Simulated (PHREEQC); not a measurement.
Synthetic water in mmol/kgw, 25 °C, pH 7.07:

```
constituent           mmol/kgw
--------------------  --------
Na                          70
K                         1.42
Ca                        5.96
Mg                        12.3
Cl                        89.9
S(6)                         5
Alkalinity (meq/kgw)       2.3
Li                      0.0737
Si                      0.0628
```

Valence states are taken as typed.

Computed with PHREEQC (Pitzer model, pitzer.dat).

Problem. The ionic strength comes out as 0.128 mol/kgw. What activity coefficients do Na+, CO3-2, K+, Cl-, Mg+2 get?

Solution. Na+ 0.78, CO3-2 0.26, K+ 0.76, Cl- 0.75, Mg+2 0.35. Single-ion values are on the MacInnes scale.

Precipitation was switched off in this run.
